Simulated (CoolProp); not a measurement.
Isopentane along the isobar 1.01 bar: density (kg/m³) from the reference equation and from simpler models built on Tc = 460.3 K, pc = 33.78 bar, ω = 0.227; each cubic takes its own stable root.

The numbers come from the reference Helmholtz-energy equation of state, Lemmon 2006 in CoolProp. It is a short technical equation, of lower accuracy than the large ones.

```
T (K)   phase  reference  Redlich-Kwong  Peng-Robinson
-----  ------  ---------  -------------  -------------
151.7  liquid      751.3          676.2          760.5
171.5  liquid      733.1          663.6          749.3
191.3  liquid      715.2          650.0          737.1
211    liquid      697.4          635.4          723.7
230.8  liquid      679.4          619.5          709.0
250.6  liquid      661.2          602.3          692.9
270.3  liquid      642.5          583.7          675.1
290.1  liquid      623.1          3.139          655.2
309.8     gas      2.946          2.921          2.934
329.6     gas      2.746          2.731          2.742
349.4     gas      2.575          2.566          2.575
369.1     gas      2.427          2.421          2.428
388.9     gas      2.295          2.292          2.297
408.7     gas      2.178          2.176          2.180
428.4     gas      2.073          2.072          2.075
448.2     gas      1.978          1.977          1.980
```

At some of these states Redlich-Kwong gives the other phase, because its saturation line lies elsewhere.
